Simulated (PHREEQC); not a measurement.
0.81 g of hydrous ferric oxide (600 m²/g; 0.2 weak and 0.005 strong sites per Fe, Dzombak-Morel constants, diffuse double layer) in 1 kg of water with 0.3 mol/kgw of an inert sodium salt and 1.7 mmol/kgw ZnCl2, at 25 °C; the pH is set by adding NaOH or the inert anion's acid. O2 is buffered at 0.21 atm. CO2 from the air is kept out. No solid was allowed to form.

Model: ion-association model, wateq4f.dat, run in PHREEQC.

| pH | Zn sorbed (%) | surface charge σ (C/m²) | surface potential ψ (mV) |
|---|---|---|---|
| 4 | 0.1 | 0.349 | 123 |
| 4.38 | 0.3 | 0.328 | 119 |
| 4.75 | 1.1 | 0.297 | 114 |
| 5.12 | ? | 0.258 | 107 |
| 5.5 | ? | 0.214 | ? |
| 5.88 | 8.7 | 0.176 | 88 |
| 6.25 | 20.3 | 0.151 | 81 |
| 6.62 | 36.5 | 0.144 | 79 |
| 7 | 50.8 | 0.146 | 80 |
| 7.38 | 61.2 | 0.147 | 80 |
| 7.75 | 67.9 | 0.146 | 80 |
| 8.12 | 71.6 | 0.143 | 79 |
| 8.5 | 72.5 | 0.135 | 76 |
| 8.88 | ? | 0.114 | 69 |
| 9.25 | 66.2 | ? | 56 |
| 9.62 | 61.8 | 0.054 | 39 |
| 10 | 57.7 | 0.026 | 20 |

Q: Fill in the missing entries.

A: 
- 5.12, Zn sorbed (%): 2.3
- 5.5, Zn sorbed (%): 4.0
- 5.5, surface potential ψ (mV): 98
- 8.88, Zn sorbed (%): 70.4
- 9.25, surface charge σ (C/m²): 0.084

Along this series the solution becomes supersaturated in solids that the run did not let form, among them Zincite(c), Zn5(OH)8Cl2.
